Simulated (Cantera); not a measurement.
Input (Python, Cantera) and output of one run.

```python
import numpy as np
import cantera as ct

gas_names = [...]  # 77 gases of nasa_gas.yaml made of C, H, Ti
cond_names = """
    C(gr) C6H6(L) C7H8(L) C8H18(L),n-octa Ti(a) Ti(b) Ti(L) TiC(s) TiC(L)
""".split()


# ... load() reads the species with a 1 bar reference pressure and builds the phases ...
atoms = {
    'Ti': {'Ti': 1},
    'CH4': {'C': 1, 'H': 4},
    'H2': {'H': 2},
}
top_T = {'C(gr)': 4500}  # K; cautious upper limits of use, not melting points


# ... equilibrate(T, P, feed) seeds the gas with the atoms and calls Mixture.equilibrate('TP', solver="vcs", rtol=1e-11, max_steps=5000) ...
results = []
feed = {'Ti': 1, 'CH4': 0.13, 'H2': 1.1}  # mol
T = 1273.15  # K
P = 4800  # Pa
mix = equilibrate(T, P, feed)
results.append((T, P, feed, dict(zip(mix.species_names, mix.species_moles))))
x = sorted(zip(gas.X, gas.species_names), reverse=True)
print(f"T = {T:g} K  P = {P:g} Pa  gas = {mix.phase_moles(0):.4g} mol")
print("   x: " + "  ".join(f"{s} {v:.3e}" for v, s in x if v > 1e-05))
print("   condensed (mol): " + ("  ".join(f"{mix.phase(i).name} {mix.phase_moles(i):.4g}"
      for i in range(1, mix.n_phases) if mix.phase_moles(i) > 1e-12) or "none"))
```

Result:

```
T = 1273.15 K  P = 4800 Pa  gas = 1.36 mol
   x: H2 1.000e+00
   condensed (mol): Ti(b) 0.87  TiC(s) 0.13
```

These are equilibrium values from Cantera (NASA tables, ideal gas, pure condensed phases), not measurements of a reactor. Mutual solubility and eutectic melting of coexisting phases are not modelled. TiC: taken at fixed stoichiometry. Condensed phases not in the tables: N, O or C dissolved in the metal.
